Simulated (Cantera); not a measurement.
Cantera run, input and output.

```python
import numpy as np
import cantera as ct

gas = ct.Solution("gri30.yaml")
gas.TPX = 1075, 1000000, {'CH3OH': 1, 'O2': 2.42, 'N2': 9.1}
reactor = ct.IdealGasConstPressureReactor(gas, energy="on", clone=False)
net = ct.ReactorNet([reactor])
net.rtol, net.atol = 1e-08, 1e-16
show = ['CH3OH', 'O2', 'NO', 'O', 'H2O2', 'CO2', 'N2O']
times = np.geomspace(1e-06, 3, 10)

steps = ct.SolutionArray(gas, extra=["t"])
rows = []
print(f"{'t/s':>10s}{'T/K':>9s}{'P/Pa':>11s}" + "".join(f"{s:>11s}" for s in show))
for t in times:
    while net.time < t:
        t_next = net.step()
        steps.append(gas.state, t=t_next)
    rows.append([np.interp(t, steps.t, y) for y in (steps.T, steps.P, *steps(*show).X.T)])
    print(f"{t:10.3e}{rows[-1][0]:9.1f}{rows[-1][1]:11.4g}" + "".join(f"{x:11.3e}" for x in rows[-1][2:]))
rate = np.gradient(steps.T, steps.t)
print("integrator steps:", len(steps.t))
if steps.T.max() > steps.T[0] + 200:
    print(f"time of steepest temperature rise: {steps.t[rate.argmax()]:.4e} s")
gas.TPX = 1075, 1000000, {'CH3OH': 1, 'O2': 2.42, 'N2': 9.1}
gas.equilibrate("HP")
print(f"equilibrium (HP): T = {gas.T:.1f} K  " + "  ".join(f"{s} {gas[s].X[0]:.3e}" for s in show))
```

It prints:

```
       t/s      T/K       P/Pa      CH3OH         O2         NO          O       H2O2        CO2        N2O
 1.000e-06   1075.0      1e+06  7.987e-02  1.933e-01  3.197e-24  4.205e-13  4.381e-18  2.157e-11  7.804e-18
 5.244e-06   1075.0      1e+06  7.987e-02  1.933e-01  1.942e-23  4.308e-13  8.399e-16  1.138e-10  7.186e-17
 2.750e-05   1075.0      1e+06  7.987e-02  1.933e-01  1.086e-22  4.451e-13  1.584e-13  5.974e-10  1.315e-15
 1.442e-04   1075.0      1e+06  7.987e-02  1.933e-01  5.844e-22  4.497e-13  2.485e-11  3.134e-09  3.493e-14
 7.563e-04   1075.0      1e+06  7.987e-02  1.933e-01  3.234e-21  4.748e-13  2.432e-09  1.644e-08  9.574e-13
 3.966e-03   1075.0      1e+06  7.987e-02  1.933e-01  4.737e-20  8.681e-13  1.155e-07  8.637e-08  2.605e-11
 2.080e-02   2351.6      1e+06  7.759e-19  6.922e-02  1.636e-03  5.575e-04  6.287e-07  7.516e-02  1.474e-06
 1.091e-01   2337.7      1e+06  6.843e-19  6.563e-02  8.896e-03  5.021e-04  5.925e-07  7.526e-02  1.467e-06
 5.721e-01   2337.7      1e+06  6.841e-19  6.562e-02  8.915e-03  5.020e-04  5.924e-07  7.526e-02  1.467e-06
 3.000e+00   2337.7      1e+06  6.841e-19  6.562e-02  8.915e-03  5.020e-04  5.924e-07  7.526e-02  1.467e-06
integrator steps: 2241
time of steepest temperature rise: 1.7440e-02 s
equilibrium (HP): T = 2337.7 K  CH3OH 7.134e-19  O2 6.562e-02  NO 8.915e-03  O 5.020e-04  H2O2 5.924e-07  CO2 7.526e-02  N2O 1.467e-06
```

Model: GRI-Mech 3.0 (53 species, 325 reactions), integrated in Cantera. GRI-Mech 3.0 was tuned for natural gas; its chemistry of methanol as a main component is partial and can be far from experiment.
